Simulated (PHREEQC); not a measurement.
Polishing slurry liquid

Consider water at 35 °C with 1.1 mmol/kgw KOH, 0.12 mmol/kgw H4SiO4 and 110 mmol/kgw KH2PO4. Closed to the air; pH follows from the charge balance.

The numbers come from PHREEQC with the ion-association model, phreeqc.dat.

Each row changes one thing in this solution. This is a speciation only: nothing precipitates in the calculation.

| case | pH | ionic strength (mol/kgw) | HPO4-2 (mol/kgw) | H3PO4 (mol/kgw) | KHPO4- (mol/kgw) | H3SiO4- (mol/kgw) | SI of Quartz (SiO2) |
|---|---|---|---|---|---|---|---|
| as made | 4.89 | 0.112 | 0.00120 | 0.000176 | 8.96e-5 | 2.57e-9 | -0.07 |
| temperature from 35 to 50 °C | 4.86 | 0.112 | 0.00124 | 0.000217 | 9.01e-5 | 3.70e-9 | -0.27 |
| KH2PO4 from 0.11 to 0.099 mol/kgw | 4.94 | 0.101 | 0.00118 | 0.000143 | 8.19e-5 | 2.83e-9 | -0.07 |
| KOH from 0.0011 to 0.011 mol/kgw | 5.84 | 0.131 | 0.0102 | 1.75e-5 | 0.000783 | 2.35e-8 | -0.07 |
| H4SiO4 from 0.00012 to 2.4e-05 mol/kgw | 4.89 | 0.112 | 0.00120 | 0.000176 | 8.96e-5 | 5.14e-10 | -0.77 |
| diluted 10-fold with water | 5.12 | 0.0112 | 0.000129 | 1.23e-5 | 1.80e-6 | 3.60e-10 | -1.08 |

At this temperature some constants are extrapolated from 25 °C, and those without enthalpy data are left unchanged.
